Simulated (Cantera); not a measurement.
Charge: 1 mol H2O, 0.15 mol O2, at 900 K and 0.503 Torr.

Method: chemical equilibrium by Gibbs-energy minimisation in Cantera with the NASA 1993 tables (ideal gas, pure condensed phases). Candidate condensed phases: H2O; 9 gas species. Equilibrium is a limit: real reactors are often held back by kinetics, nucleation or transport.

Base state: H2O 0.870, O2 0.130 (mole fractions); condensed: gas only.

**Question.** What changes in the equilibrium state with this change: temperature from 900 K to 1825 K?

**Answer.** 
| species | before | after |
|---|---|---|
| H2O | 0.870 | 0.849 |
| O2 | 0.130 | 0.129 |
| OH | 2.13e-7 | 0.0128 |
| H2 | <1e-9 | 0.00620 |
| O | <1e-9 | 0.00213 |
| H | <1e-9 | 0.00134 |
